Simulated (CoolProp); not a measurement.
R245fa along the isotherm 440 K: fugacity coefficient from the reference equation and from simpler models built on Tc = 427.0 K, pc = 3.651 MPa, ω = 0.378; each cubic takes its own stable root.

The numbers come from the reference Helmholtz-energy equation of state, Akasaka 2015 in CoolProp.

| p (MPa) | phase | reference |
|---|---|---|
| 0.365 | gas | 0.9705 |
| 0.73 | gas | 0.9411 |
| 1.1 | gas | 0.9116 |
| 1.46 | gas | 0.8831 |
| 1.83 | gas | 0.8538 |
| 2.19 | gas | 0.8253 |
| 2.56 | gas | 0.7961 |
| 2.92 | gas | 0.7674 |
| 3.29 | gas | 0.7377 |
| 3.65 | gas | 0.7083 |
| 4.02 | supercritical | 0.6772 |
| 4.38 | supercritical | 0.6451 |
| 4.75 | supercritical | 0.6103 |
| 5.11 | supercritical | 0.5787 |
| 5.48 | supercritical | 0.5498 |

Problem. How far does each simpler model (Redlich-Kwong, Soave-Redlich-Kwong) lie from the reference over these 15 states: mean and median of the absolute difference, and the worst?

Solution. 
- Redlich-Kwong: mean 0.9 %, median 0.9 %, worst -1.6 % at 440 K and 4.38 MPa
- Soave-Redlich-Kwong: mean 0.4 %, median 0.3 %, worst +1.7 % at 440 K and 5.48 MPa
